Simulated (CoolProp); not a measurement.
Ethane at 334.44 K and 5.83 MPa flows at 3.3 m/s in a round tube of 1 mm bore and 15 µm roughness, fully developed (64/Re and Nu = 3.66 if laminar; Colebrook and Gnielinski if turbulent). Each further row changes one setting.

Computed with CoolProp (reference Helmholtz-energy equation of state, Bücker 2006).

| case | Reynolds number | Darcy friction factor | pressure drop (Pa/m) | heat-transfer coefficient (W/(m² K)) | mass flow (kg/h) |
|---|---|---|---|---|---|
| as stated | 23600 | 0.0456 | 25800 | 5650 | … |
| velocity 6.6 m/s | 47300 | … | … | 11300 | 1.94 |
| diameter 2 mm | 47300 | … | … | 4660 | … |

Q: Complete the blanks.

A: 
- as stated, mass flow (kg/h): 0.968
- velocity 6.6 m/s, Darcy friction factor: 0.0447
- velocity 6.6 m/s, pressure drop (Pa/m): 101000
- diameter 2 mm, Darcy friction factor: 0.0360
- diameter 2 mm, pressure drop (Pa/m): 10200
- diameter 2 mm, mass flow (kg/h): 3.87

Viscosity comes from a separate model (Friend 1991). Thermal conductivity comes from a separate model (Friend 1991).
